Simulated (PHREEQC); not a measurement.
A solution holds 0.09 mol/kgw AgF and 0.00012 mol/kgw HF, at 65 °C. Closed to the air; pH follows from the charge balance.

Equilibrium calculation in PHREEQC: ion-association model, wateq4f.dat.

Each row changes one thing in this solution. Precipitation was switched off in this run.

```
case                                   pH  ionic strength (mol/kgw)  F- (mol/kgw)  HF (mol/kgw)  HF2- (mol/kgw)  H2F2 (mol/kgw)
-----------------------------------  ----  ------------------------  ------------  ------------  --------------  --------------
as made                              6.37                    0.0846        0.0846       8.70e-5         3.30e-5         4.29e-9
HF from 0.00012 to 0.0006 mol/kgw    5.67                    0.0846        0.0845      0.000433        0.000164         1.06e-7
HF from 0.00012 to 0.00024 mol/kgw   6.07                    0.0846        0.0846      0.000173         6.57e-5         1.71e-8
AgF left out                         4.04                   9.27e-5       9.27e-5       2.73e-5         1.11e-8        4.13e-10
HF from 0.00012 to 0.000108 mol/kgw  6.42                    0.0846        0.0846       7.84e-5         2.97e-5         3.48e-9
HF left out                          7.55                    0.0846        0.0846       5.73e-6         2.17e-6        1.86e-11
HF from 0.00012 to 1.2e-05 mol/kgw   7.25                    0.0846        0.0846       1.15e-5         4.36e-6        7.51e-11
AgF from 0.09 to 0.45 mol/kgw        7.19                     0.374         0.374       4.53e-5         8.13e-5         1.24e-9
```

Complexes and solids missing from the database can't appear. Some of these states are supersaturated (in Ag2O, for instance). Away from 25 °C the constants follow the database's enthalpies or fits; those with neither stay at their 25 °C values.
